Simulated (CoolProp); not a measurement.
Values from CoolProp's reference Helmholtz-energy equation of state, Thol 2012.

Question: Give the vapour pressure (kPa), liquid cp (kJ/(kg K)), vapour Z of saturated benzene at 331, 354.7, 417.8 K.

Answer: 
```tsv
T (K)	p (kPa)	liquid cp (kJ/(kg K))	vapour Z
331	48.4	1.83	0.980
354.7	106	1.91	0.965
417.8	521	2.15	0.893
```
